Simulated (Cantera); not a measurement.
Gas mixture: C3H8 = 0.62 (molar parts), at 0.700 bar, frozen composition.

Cantera's kinetic-theory transport with the Lennard-Jones parameters of GRI-Mech 3.0, ideal gas; thermal conductivity in the mixture-averaged form. The composition is frozen, though it would react at the higher temperatures.

D: mixture-averaged diffusion coefficient of that species in the mixture.

```
T (K)  ρ (kg/m³)  cp (J/kg/K)  μ (µPa s)  λ (mW/m/K)     Pr  D (cm²/s) H2  D (cm²/s) CH3  D (cm²/s) N2
-----  ---------  -----------  ---------  ----------  -----  ------------  -------------  ------------
400        0.928         2134          …        30.7  0.756          1.12          0.312         0.280
600        0.619         2917          …        59.8  0.755          2.24          0.648         0.574
800        0.464         3512          …        90.1  0.757          3.64           1.07         0.942
1000       0.371         3960          …         120  0.759          5.28           1.57          1.38
1200       0.309         4267          …         148  0.752          7.16           2.14          1.87
1400       0.265         4523          …         176  0.750          9.25           2.77          2.42
```

Q: Some entries are withheld; supply them.

A: 
- 400, μ (µPa s): 10.9
- 600, μ (µPa s): 15.5
- 800, μ (µPa s): 19.4
- 1000, μ (µPa s): 23.0
- 1200, μ (µPa s): 26.2
- 1400, μ (µPa s): 29.1
